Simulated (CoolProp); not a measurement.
Vapour-liquid equilibrium of n-butane (1) + R113 (2) at 371.5 K; x and y are mole fractions of (1).

Values from CoolProp's multi-fluid Helmholtz-energy mixture model, Bücker 2006 and Marx 1992; pair parameters Bell 2016.

| x | bubble pressure, mixture model (kPa) | bubble pressure, Raoult's law (kPa) | y, mixture model | y, Raoult's law |
|---|---|---|---|---|
| 0.05 | 478.3 | 472.8 | (withheld) | 0.156 |
| 0.125 | 563.9 | 552.1 | 0.317 | 0.334 |
| 0.2 | 647.3 | 631.4 | 0.440 | 0.468 |
| 0.275 | 728.6 | 710.8 | (withheld) | 0.572 |
| 0.35 | 807.9 | 790.1 | 0.611 | 0.654 |
| 0.425 | 885.6 | 869.4 | (withheld) | 0.722 |
| 0.5 | 962.0 | 948.7 | 0.730 | 0.779 |
| 0.575 | 1038 | 1028 | 0.778 | 0.826 |
| 0.65 | 1113 | 1107 | 0.822 | 0.867 |
| 0.725 | 1189 | 1187 | 0.863 | 0.903 |
| 0.8 | 1265 | 1266 | 0.901 | 0.934 |
| 0.875 | 1343 | 1345 | 0.938 | 0.961 |
| 0.95 | 1423 | 1425 | 0.975 | 0.985 |

### Question
Fill in the missing entries.

### Answer

- 0.05, y, mixture model: 0.150
- 0.275, y, mixture model: 0.535
- 0.425, y, mixture model: 0.675

The largest gap from Raoult's law is +2.5 % in bubble pressure, at x = 0.2. No azeotrope shows between x = 0.05 and 0.95.

Pair parameters are fitted to limited data, so mixtures are less certain than the pure fluids.
